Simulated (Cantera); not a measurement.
A perfectly stirred reactor is fed with CH4 : H2 : O2 = 0.0024 : 1 : 0.0095 (molar parts), equivalence ratio 53, at 7.50 Torr; it is held at 2898 K, and followed from long to short residence time.

Cantera simulation using GRI-Mech 3.0 (53 species, 325 reactions); the numbers are that mechanism's predictions, not measurements. Radical loss at walls, strong at low pressure, is not modelled.

Problem. What does this change do: H2 1 to 0.33 parts?

Solution. 
```
quantity                  before     after
----------------------  --------  --------
x(CH4) at τ = 1.40 s     1.59e-9   4.48e-9
x(H2) at τ = 1.40 s        0.414     0.393
x(O2) at τ = 1.40 s      1.50e-5  0.000140
x(CH2O) at τ = 1.40 s   2.53e-11  1.38e-10
x(O) at τ = 1.40 s       0.00237   0.00738
x(CH4) at τ = 17.0 ms   0.000116   8.10e-5
x(H2) at τ = 17.0 ms       0.900     0.847
x(O2) at τ = 17.0 ms     2.39e-5   6.00e-5
x(CH2O) at τ = 17.0 ms   1.44e-7   4.36e-7
x(O) at τ = 17.0 ms      2.50e-5  0.000120
```
The temperature is held fixed by assumption; the heat of reaction is taken as removed at once.

Problem. What does this change do: O2 0.0095 to 0.0058 parts?

Solution. 
```
quantity                  before     after
----------------------  --------  --------
x(CH4) at τ = 1.40 s     1.59e-9   1.65e-9
x(H2) at τ = 1.40 s        0.414     0.418
x(O2) at τ = 1.40 s      1.50e-5   4.55e-6
x(CH2O) at τ = 1.40 s   2.53e-11  2.01e-11
x(O) at τ = 1.40 s       0.00237   0.00130
x(CH4) at τ = 17.0 ms   0.000116  0.000152
x(H2) at τ = 17.0 ms       0.900     0.909
x(O2) at τ = 17.0 ms     2.39e-5   1.50e-5
x(CH2O) at τ = 17.0 ms   1.44e-7   1.05e-7
x(O) at τ = 17.0 ms      2.50e-5   1.38e-5
```
